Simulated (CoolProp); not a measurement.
Computed with CoolProp (reference Helmholtz-energy equation of state, Gao 2022).

Problem. Give the vapour pressure (MPa), vapour density (kg/m³), enthalpy of vaporisation (kJ/kg), liquid cp (kJ/(kg K)) of saturated n-perfluorobutane at 7.35 °C.

Solution. 
```json
[
 {"T (°C)": "7.35", "p (MPa)": "0.145", "vapour density (kg/m³)": "15.8", "enthalpy of vaporisation (kJ/kg)": "94.5", "liquid cp (kJ/(kg K))": "1.12"}
]
```
